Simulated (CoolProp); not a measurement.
Vapour-liquid equilibrium of R22 (1) + R134a (2) at 333.9 K; x and y are mole fractions of (1).

Model: multi-fluid Helmholtz-energy mixture model, Kamei 1995 and Tillner-Roth 1994; pair parameters Bell 2016, in CoolProp.

Q: Give the bubble pressure and the first vapour's composition at x = 0.05, 0.5, 0.95. Is there an azeotrope?

A: x = 0.05: 17.58 bar, y = 0.066; x = 0.5: 21.30 bar, y = 0.556; x = 0.95: 24.37 bar, y = 0.957. No azeotrope shows between x = 0.05 and 0.95.

Pair parameters are fitted to limited data, so mixtures are less certain than the pure fluids.
